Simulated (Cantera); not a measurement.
Standard-state values (1 bar) from the NASA 1993 polynomials, evaluated with Cantera. Values are per mole of reaction as written; species without (g) are pure solids or liquids, kept so even where they would boil at 1 bar.

### Question
Between 300 and 1198 K, where is each reaction favourable under standard conditions?
- 2 HBr(g) + Mg(g) = MgBr2 + 2 H(g)
- Mg(g) + 2 HBr(g) = MgBr2 + H2(g)

### Answer
- 2 HBr(g) + Mg(g) = MgBr2 + 2 H(g): ΔG° is -103 kJ at 300 K and 36 kJ at 1198 K; it changes sign between 823 and 898 K. ΔH° is -82 kJ and ΔS° -99 J/K at 1198 K.
- Mg(g) + 2 HBr(g) = MgBr2 + H2(g): ΔG° is -509 kJ at 300 K and -272 kJ at 1198 K; it stays negative (K > 1). ΔH° is -528 kJ and ΔS° -214 J/K at 1198 K.
